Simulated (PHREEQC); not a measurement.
## Nickel, zinc or cadmium bath (model solution)

A solution holds 4 mmol/kgw ZnSO4, 82 mmol/kgw Na2SO4 and 0.49 mmol/kgw FeSO4, at 20 °C. Closed to the air; pH follows from the charge balance.

Model: ion-association model, wateq4f.dat, run in PHREEQC.

Precipitation was switched off in this run.

Problem. Estimate the pH.

Solution. pH 6.44.

Problem. In which forms is Fe present?

Solution. Fe+2 51 %, FeSO4 49 % of the Fe.
